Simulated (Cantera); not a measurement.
Mixture: CO : H₂ : CH₄ : O₂ : N₂ = 1 : 0.073 : 0.18 : 0.69 : 2.59 (molar parts), at 34.0 bar, adiabatic and at constant volume. Ignition delay is the time to a rise of 400 K.

Model: GRI-Mech 3.0 (53 species, 325 reactions), integrated in Cantera. The pressure lies above the range GRI-Mech 3.0 was tuned for (to about 10 atm).

Predict: delay at 1250 K; delay at 1350 K; delay at 1450 K; delay at 1550 K; delay at 1650 K; apparent activation energy between 1550 and 1650 K.


```json
{
  "delay at 1250 K": "0.113 ms",
  "delay at 1350 K": "45.2 µs",
  "delay at 1450 K": "21.2 µs",
  "delay at 1550 K": "10.9 µs",
  "delay at 1650 K": "6.02 µs",
  "apparent activation energy between 1550 and 1650 K": "130 kJ/mol"
}
```
